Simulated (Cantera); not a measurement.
A freely propagating, adiabatic, planar premixed flame of CH₄ : O₂ : N₂ = 1 : 1.67 : 5.83 (molar parts), equivalence ratio 1.2, unburnt at 450 K and 390 Torr; mixture-averaged transport, grid criteria slope 0.08 and curve 0.16, no radiation.

Detailed kinetics in Cantera: GRI-Mech 3.0 (53 species, 325 reactions). Burning velocities carry a grid error of a few per cent, more on coarse grids.

### Question
What does this change do: 0.2 parts H2 added?

### Answer
```
quantity                     before      after
------------------------  ---------  ---------
laminar burning velocity  93.2 cm/s  98.0 cm/s
thermal thickness          0.609 mm   0.597 mm
peak x(HCN)                 1.35e-5    1.66e-5
peak x(CO)                   0.0714     0.0731
```
